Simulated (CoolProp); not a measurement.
Values from CoolProp's reference Helmholtz-energy equation of state, de Reuck 1990.

### Question
For fluorine, give the phase and the density (kg/m³), cv (kJ/(kg K)), Joule-Thomson coefficient (K/MPa), isothermal compressibility (1/MPa) at -107.35 °C and 6.67 MPa; -107.35 °C and 8.89 MPa.

### Answer
- -107.35 °C and 6.67 MPa: supercritical; density 276, cv 0.678, Joule-Thomson coefficient 5.05, isothermal compressibility 0.241
- -107.35 °C and 8.89 MPa: supercritical; density 457, cv 0.719, Joule-Thomson coefficient 3.66, isothermal compressibility 0.205
